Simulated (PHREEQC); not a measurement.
Model water analysis in mg/L, 25 °C, pH 6.97, pe 12.5:

```
constituent            mg/L
------------------  -------
Na                     1.74
K                    0.0148
Ca                    0.396
Mg                     0.34
Cl                     1.58
S(6) as SO4            1.23
Alkalinity as HCO3     3.04
Br                    0.261
Si as SiO2          0.00423
Ni                   0.0107
```

Na is adjusted to close the charge balance.
Valence states are taken as typed.

Model: ion-association model, wateq4f.dat, run in PHREEQC.

Each row changes one thing in this solution. Precipitation was switched off in this run.

```tsv
case	HCO3- (mol/kgw)	CO2 (mol/kgw)	Ni+2 (mol/kgw)	MgSO4 (mol/kgw)	NiCO3 (mol/kgw)	CO3-2 (mol/kgw)	SI of Quartz (SiO2)
as made	4.97e-5	1.18e-5	1.57e-7	3.71e-8	2.36e-8	2.27e-8	-3.17
pH from 6.97 to 6.67 at the same alkalinity	4.99e-5	2.36e-5	1.68e-7	3.71e-8	1.27e-8	1.14e-8	-3.17
all concentrations times 4 at the same typed pH	0.000199	4.66e-5	4.58e-7	___	2.56e-7	9.48e-8	-2.57
temperature from 25 to 5 °C at the same typed pH	4.98e-5	1.73e-5	1.66e-7	___	1.49e-8	1.35e-8	-2.86
```

**Question.** Complete the blanks.

**Answer.** 
- all concentrations times 4 at the same typed pH, MgSO4 (mol/kgw): 5.20e-7
- temperature from 25 to 5 °C at the same typed pH, MgSO4 (mol/kgw): 2.15e-8

At this temperature some constants are extrapolated from 25 °C, and those without enthalpy data are left unchanged. The database's nickel carbonate constants are estimates that later reviews lower a good deal.
